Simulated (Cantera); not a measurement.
**Hydrocarbon pyrolysis for carbon deposition**

An isothermal, constant-pressure homogeneous reactor starts with 31.2 % C3H8, 68.8 % H2, at 1150 K and 0.240 bar.

Detailed kinetics in Cantera: GRI-Mech 3.0 (53 species, 325 reactions). GRI-Mech 3.0 was tuned for natural gas; its chemistry of propane as a main component is partial and can be far from experiment. GRI-Mech 3.0 stops at C3 and has no aromatics, soot or wall deposition, so with more carbon than oxygen in the feed, carbon stays in small species such as C2H2 where larger ones or solid carbon would form.

| t (s) | x C3H8 | x H2 | x CH4 | x C2H | x C2H2 | x C2H6 | x CH2 |
|---|---|---|---|---|---|---|---|
| 0.000100 | 0.312 | 0.687 | 0.000124 | <1e-12 | 4.18e-10 | 9.01e-6 | 1.87e-10 |
| 0.000388 | 0.310 | 0.686 | 0.00173 | <1e-12 | 7.04e-8 | 7.74e-5 | 1.77e-9 |
| 0.00151 | 0.297 | 0.680 | 0.0108 | <1e-12 | 2.76e-6 | 0.000495 | 2.17e-9 |
| 0.00584 | 0.252 | 0.657 | 0.0430 | <1e-12 | 4.77e-5 | 0.00193 | 1.72e-9 |
| 0.0227 | 0.136 | 0.598 | 0.127 | <1e-12 | 0.000586 | 0.00518 | 7.92e-10 |
| 0.0879 | 0.0158 | 0.537 | 0.217 | 2.13e-12 | 0.00414 | 0.00754 | 8.02e-11 |
| 0.341 | 0.000353 | 0.530 | 0.231 | 2.24e-12 | 0.0109 | 0.00776 | 7.21e-12 |
| 1.32 | 4.16e-5 | 0.531 | 0.234 | 4.22e-12 | 0.0236 | 0.00716 | 5.51e-12 |
| 5.14 | 3.42e-5 | 0.528 | 0.249 | 6.94e-12 | 0.0427 | 0.00606 | 4.80e-12 |
| 19.9 | 2.92e-5 | 0.499 | 0.296 | 6.39e-12 | 0.0474 | 0.00502 | 3.88e-12 |
| 77.3 | 2.25e-5 | 0.440 | 0.385 | 4.36e-12 | 0.0446 | 0.00370 | 2.62e-12 |
| 300 | 1.39e-5 | 0.367 | 0.494 | 2.63e-12 | 0.0404 | 0.00236 | 1.48e-12 |
x: mole fraction; the columns are a selection and need not sum to one.

Equilibrium at this temperature and pressure: C3H8 4.25e-6, H2 0.258, CH4 0.656, C2H 1.04e-12, C2H2 0.0317, C2H6 0.000934, CH2 <1e-12 (gas phase only).
